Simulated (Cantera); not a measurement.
Thermodynamics of chlorosilane synthesis and conversion, feed Si + Cl2 + H2

Charge: 1 mol Si, a varied amount of Cl2, 2 mol H2, held at 1 atm.

Cantera equilibrium calculation (NASA polynomials, part measured and part estimated; ideal gas, pure solids and liquids). Candidate condensed phases: Si; 19 gas species. The tables' values for SiCl3 are old estimates. The numbers say what is thermodynamically allowed, not how fast it happens.

Question: Map the stable condensed phases over T = 227, 377, 527, 677, 827, 977, 1127, 1277, 1427 °C and n(Cl2) in mol = 0.5, 0.6, 0.72, 0.87, 1, 1.3, 1.5, 1.8, 2.2, 2.6.

Answer: 
```
T in °C \ n(Cl2) in mol
          0.5  0.6 0.72 0.87    1  1.3  1.5  1.8  2.2  2.6
   1427     A    A    A    A    A    A    B    B    B    B
   1277     A    A    A    A    A    A    A    B    B    B
   1127     A    A    A    A    A    A    A    A    B    B
    977     A    A    A    A    A    A    A    A    B    B
    827     A    A    A    A    A    A    A    A    B    B
    677     A    A    A    A    A    A    A    A    B    B
    527     A    A    A    A    A    A    A    A    B    B
    377     A    A    A    A    A    A    A    A    B    B
    227     A    A    A    A    A    A    A    A    B    B
```
A: Si; B: gas only.
